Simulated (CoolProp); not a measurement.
Saturation properties of R22.

Model: reference Helmholtz-energy equation of state, Kamei 1995, in CoolProp.

| T (°C) | p (bar) | liquid density (kg/m³) | vapour density (kg/m³) | liquid conductivity (mW/(m K)) |
|---|---|---|---|---|
| -25.65 | 1.962 | 1364 | 8.739 | 107 |
| -20.65 | 2.392 | 1349 | 10.54 | 105 |
| -15.75 | 2.881 | 1333 | 12.57 | 103 |
| -10.75 | 3.455 | 1317 | 14.94 | 100 |
| -5.85 | 4.098 | 1301 | 17.59 | 98.2 |
| -0.95 | 4.828 | 1285 | 20.60 | 96.0 |
| 4.05 | 5.669 | 1268 | 24.08 | 93.8 |
| 8.95 | 6.597 | 1250 | 27.93 | 91.6 |
| 13.95 | 7.656 | 1232 | 32.36 | 89.4 |
| 18.85 | 8.811 | 1214 | 37.25 | 87.3 |
| 23.85 | 10.12 | 1195 | 42.85 | 85.0 |
| 28.75 | 11.54 | 1176 | 49.01 | 82.9 |

It boils at -40.8 °C under 1 atm.

Thermal conductivity comes from a separate model (McLinden 2000), an estimate that may be off by 10 % or more.
